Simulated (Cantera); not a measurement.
Feed: 1 mol Cu2O, 4.3 mol CH4, 0.58 mol H2, held at 10.0 mbar.

Equilibrium computed with Cantera from the NASA thermochemical tables; the gas is ideal and each condensed phase is pure. Candidate condensed phases: C, C6H6, C7H8, C8H18, Cu, CuO, Cu(OH)2, Cu2O, H2O; 113 gas species. Kinetics and transport are ignored.

Q: At 1225 K, list the 4 most abundant gas species with their mole fractions, and the condensed phases.

A: H2 0.902, CO 0.0982, CH4 0.000107, H2O 1.74e-5. Condensed: C(graphite) + Cu(s).
